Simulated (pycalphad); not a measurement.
**Freezing of Hf-B alloys with rising B**

Source of the numbers: pycalphad with the COST 507 light-alloy database (1999); pressure 1 atm. The data set is of 1999 and partly superseded. Amounts are mole fractions of atoms.

Scheil-Gulliver runs (no diffusion in the solid, steps of 4 K) beside full equilibrium.

```
alloy              liquidus (K)  Scheil, half solid (K)  Scheil, 80 % solid (K)  Scheil, invariant end (K)  liquid left at that end  equilibrium solidus (K)
-----------------  ------------  ----------------------  ----------------------  -------------------------  -----------------------  -----------------------
Hf-0.1985B (wt.%)          2448                    2391                    2167                       2154                     0.19                     2154
Hf-0.6339B (wt.%)          2315    at the invariant end    at the invariant end                       2154                     0.62                     2154
Hf-0.8734B (wt.%)             …    at the invariant end    at the invariant end                       2154                        …                     2154
Hf-1.405B (wt.%)           2285    at the invariant end    at the invariant end                       2154                     0.88                     2154
Hf-3.594B (wt.%)           3026    at the invariant end    at the invariant end                       2154                     0.51                     2154
```

Task: Some entries are withheld; supply them.

Result: 
- Hf-0.8734B (wt.%), liquidus (K): 2229
- Hf-0.8734B (wt.%), liquid left at that end: 0.84
